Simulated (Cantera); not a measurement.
Feed: 1 mol TEOS, 3.6 mol NO, 13 mol N₂, held at 100000 Pa.

These are equilibrium values from Cantera (NASA tables, ideal gas, pure condensed phases), not measurements of a reactor. Candidate condensed phases: C, C₆H₆, C₇H₈, C₈H₁₈, H₂O, Si, SiC, SiO₂, Si₂N₂O, Si₃N₄; 151 gas species. The feed counts by its element totals alone. The tables hold silica as quartz up to 1696 K and as liquid above; real silica turns to tridymite and cristobalite and melts near 1996 K. Kinetics and transport are ignored.

x: gas mole fraction; n: condensed amount in mol.

```json
[
 {"T (K)": "575", "x N₂": "0.647", "x H₂": "0.0245", "x CO": "0.000111", "x H₂O": "0.180", "x CH₄": "0.116", "x CO₂": "0.0325", "n C(graphite)": "4.59", "n SiO₂(α-quartz)": "1.00", "n SiO₂(β-quartz)": "0", "n Si₂N₂O(s)": "0"},
 {"T (K)": "675", "x N₂": "0.628", "x H₂": "___", "x CO": "___", "x H₂O": "___", "x CH₄": "___", "x CO₂": "___", "n C(graphite)": "4.72", "n SiO₂(α-quartz)": "1.00", "n SiO₂(β-quartz)": "0", "n Si₂N₂O(s)": "0"},
 {"T (K)": "775", "x N₂": "0.594", "x H₂": "0.170", "x CO": "0.0146", "x H₂O": "0.113", "x CH₄": "0.0593", "x CO₂": "0.0489", "n C(graphite)": "4.94", "n SiO₂(α-quartz)": "1.00", "n SiO₂(β-quartz)": "0", "n Si₂N₂O(s)": "0"},
 {"T (K)": "875", "x N₂": "0.552", "x H₂": "0.253", "x CO": "0.0620", "x H₂O": "0.0639", "x CH₄": "0.0279", "x CO₂": "0.0414", "n C(graphite)": "4.48", "n SiO₂(α-quartz)": "0", "n SiO₂(β-quartz)": "1.00", "n Si₂N₂O(s)": "0"},
 {"T (K)": "975", "x N₂": "0.513", "x H₂": "0.299", "x CO": "0.135", "x H₂O": "0.0243", "x CH₄": "0.0113", "x CO₂": "0.0175", "n C(graphite)": "3.28", "n SiO₂(α-quartz)": "0", "n SiO₂(β-quartz)": "1.00", "n Si₂N₂O(s)": "0"},
 {"T (K)": "1075", "x N₂": "0.494", "x H₂": "0.318", "x CO": "0.172", "x H₂O": "0.00692", "x CH₄": "0.00456", "x CO₂": "0.00403", "n C(graphite)": "2.59", "n SiO₂(α-quartz)": "0", "n SiO₂(β-quartz)": "1.00", "n Si₂N₂O(s)": "0"},
 {"T (K)": "1175", "x N₂": "0.489", "x H₂": "0.324", "x CO": "0.181", "x H₂O": "___", "x CH₄": "___", "x CO₂": "___", "n C(graphite)": "2.43", "n SiO₂(α-quartz)": "0", "n SiO₂(β-quartz)": "1.00", "n Si₂N₂O(s)": "0"},
 {"T (K)": "1275", "x N₂": "0.488", "x H₂": "0.327", "x CO": "0.183", "x H₂O": "0.000699", "x CH₄": "0.000990", "x CO₂": "0.000236", "n C(graphite)": "2.40", "n SiO₂(α-quartz)": "0", "n SiO₂(β-quartz)": "1.00", "n Si₂N₂O(s)": "0"},
 {"T (K)": "1375", "x N₂": "0.487", "x H₂": "0.328", "x CO": "0.184", "x H₂O": "0.000277", "x CH₄": "0.000535", "x CO₂": "7.53e-5", "n C(graphite)": "2.39", "n SiO₂(α-quartz)": "0", "n SiO₂(β-quartz)": "1.000", "n Si₂N₂O(s)": "0"},
 {"T (K)": "1475", "x N₂": "0.455", "x H₂": "0.318", "x CO": "0.226", "x H₂O": "0.000148", "x CH₄": "0.000293", "x CO₂": "4.24e-5", "n C(graphite)": "0.886", "n SiO₂(α-quartz)": "0", "n SiO₂(β-quartz)": "0", "n Si₂N₂O(s)": "0.500"},
 {"T (K)": "1575", "x N₂": "0.455", "x H₂": "0.318", "x CO": "0.226", "x H₂O": "7.37e-5", "x CH₄": "0.000184", "x CO₂": "1.81e-5", "n C(graphite)": "0.876", "n SiO₂(α-quartz)": "0", "n SiO₂(β-quartz)": "0", "n Si₂N₂O(s)": "0.500"}
]
```

Question: Complete the blanks.

Answer: 
- 1175, x H₂O: 0.00204
- 1175, x CH₄: 0.00202
- 1175, x CO₂: 0.000890
- 675, x H₂: 0.0809
- 675, x CO: 0.00186
- 675, x H₂O: 0.152
- 675, x CH₄: 0.0955
- 675, x CO₂: 0.0419
